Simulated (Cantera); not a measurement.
Cantera run:

```python
import numpy as np
import cantera as ct

gas_names = """
    AL ALN ALO ALO2 AL2 AL2O AL2O2 N NO NO2 NO3 N2 N2O O O2 O3
""".split()
cond_names = """
    AL(cr) AL(L) ALN(s) AL2O3(a) AL2O3(L)
""".split()


# ... load() reads the species with a 1 bar reference pressure and builds the phases ...
atoms = {
    'Al2O3': {'AL': 2, 'O': 3},
    'N2': {'N': 2},
}
top_T = {'ALN(s)': 2750}  # K; cautious upper limits of use, not melting points


# ... equilibrate(T, P, feed) seeds the gas with the atoms and calls Mixture.equilibrate('TP', solver="vcs", rtol=1e-11, max_steps=5000) ...
results = []
feed = {'Al2O3': 1, 'N2': 3.5}  # mol
T = 1123  # K
P = 100000  # Pa
mix = equilibrate(T, P, feed)
results.append((T, P, feed, dict(zip(mix.species_names, mix.species_moles))))
x = sorted(zip(gas.X, gas.species_names), reverse=True)
print(f"T = {T:g} K  P = {P:g} Pa  gas = {mix.phase_moles(0):.4g} mol")
print("   x: " + "  ".join(f"{s} {v:.3e}" for v, s in x if v > 0.001))
print("   condensed (mol): " + ("  ".join(f"{mix.phase(i).name} {mix.phase_moles(i):.4g}"
      for i in range(1, mix.n_phases) if mix.phase_moles(i) > 1e-12) or "none"))
```

Output:

```
T = 1123 K  P = 100000 Pa  gas = 3.5 mol
   x: N2 1.000e+00
   condensed (mol): AL2O3(a) 1
```

Method: chemical equilibrium by Gibbs-energy minimisation in Cantera with the NASA 1993 tables (ideal gas, pure condensed phases).
